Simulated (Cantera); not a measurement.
Charge: 1 mol CaCl2, 1 mol H2O, 140 mol N2, equilibrated at 1050 °C and 1.10e-6 bar.

Method: chemical equilibrium by Gibbs-energy minimisation in Cantera with the NASA 1993 tables (ideal gas, pure condensed phases). Candidate condensed phases: Ca, CaCl2, CaO, Ca(OH)2, H2O, NH4Cl; 36 gas species. Condensed phases not in the tables: oxide chlorides. Equilibrium is a limit: real reactors are often held back by kinetics, nucleation or transport.

Base state: N2 0.986, HCl 0.00862, CaCl2 0.00242, H2O 0.00241, Cl 0.000626, H2 0.000305, H 2.64e-5 (mole fractions); condensed: CaO(s).

Question: What changes in the equilibrium state with this change: temperature from 1050 °C to 1475 °C?

Answer: 
```
species        before     after
-----------  --------  --------
N2              0.986     0.974
Cl           0.000626   0.00795
H             2.64e-5   0.00771
CaCl2         0.00242   0.00188
Ca              <1e-9   0.00139
O             2.48e-7   0.00152
CaCl          1.94e-7  0.000549
O2            9.58e-7  0.000469
CaO(s), mol     0.657     0.451
```
